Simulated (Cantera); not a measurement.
What does this Cantera script print?

```python
import numpy as np
import cantera as ct

gas_names = [...]  # 95 gases of nasa_gas.yaml made of C, F, H
cond_names = """
    C(gr) C6H6(L) C7H8(L) C8H18(L),n-octa
""".split()


# ... load() reads the species with a 1 bar reference pressure and builds the phases ...
atoms = {
    'CHF3': {'C': 1, 'H': 1, 'F': 3},
    'F2': {'F': 2},
}
top_T = {'C(gr)': 4500}  # K; cautious upper limits of use, not melting points


# ... equilibrate(T, P, feed) seeds the gas with the atoms and calls Mixture.equilibrate('TP', solver="vcs", rtol=1e-11, max_steps=5000) ...
results = []
feed = {'CHF3': 1, 'F2': 0.51}  # mol
P = 133.322  # Pa
for T in [1825, 1975, 2125, 2275, 2425, 2575, 2725, 2875, 3025, 3175, 3325]:
    mix = equilibrate(T, P, feed)
    results.append((T, P, feed, dict(zip(mix.species_names, mix.species_moles))))

top = {s: max(r[3][s] / sum(r[3][g] for g in gas_names) for r in results) for s in gas_names}
cols = sorted((s for s in top if top[s] > 0.001), key=lambda s: -top[s])[:9]
seen = [c for c in cond_names if any(r[3].get(c, 0) > 1e-12 for r in results)]
print("log10 of partial pressures in bar; condensed amounts in mol")
print(f"{'T/K':>10s}" + "".join(f"{s[:9]:>10s}" for s in cols + seen))
for T, P, feed, n in results:
    ng = sum(n[g] for g in gas_names)
    print(f"{T:10.4g}" + "".join(f"{np.log10(max(n[s] / ng * P / 1e5, 1e-99)):10.3f}" for s in cols)
          + "".join(f"{n.get(c, 0):10.4g}" for c in seen))
```

It prints:

```
log10 of partial pressures in bar; condensed amounts in mol
       T/K         F        HF       CF4       CF2         H         C        CF        C3        C2     C(gr)
      1825    -4.562    -3.135    -3.285    -4.287    -9.009   -12.312    -7.309   -12.614   -13.696    0.2181
      1975    -3.909    -3.183    -3.429    -3.758    -8.432   -10.753    -6.297   -10.828   -11.902     0.156
      2125    -3.438    -3.294    -3.911    -3.486    -7.915    -9.416    -5.520    -9.301   -10.365   0.09506
      2275    -3.193    -3.392    -4.987    -3.580    -7.300    -8.256    -5.011    -7.980    -9.033    0.2968
      2425    -3.088    -3.439    -6.371    -3.886    -6.612    -7.240    -4.678    -6.827    -7.868    0.5812
      2575    -3.048    -3.464    -7.804    -4.262    -5.935    -6.344    -4.437    -5.812    -6.841     0.719
      2725    -3.042    -3.486    -9.199    -4.658    -5.300    -5.547    -4.254    -4.913    -5.930     0.638
      2875    -3.066    -3.539   -10.588    -5.096    -4.735    -4.859    -4.145    -4.185    -5.164         0
      3025    -3.057    -3.617   -11.952    -5.665    -4.287    -4.473    -4.251    -4.231    -4.942         0
      3175    -3.051    -3.781   -13.228    -6.217    -3.970    -4.155    -4.381    -4.369    -4.805         0
      3325    -3.049    -4.045   -14.453    -6.777    -3.793    -3.915    -4.554    -4.644    -4.780         0
```

Cantera equilibrium calculation (NASA polynomials, part measured and part estimated; ideal gas, pure solids and liquids). Gases not in the tables: C2F6 and larger saturated fluorocarbons.
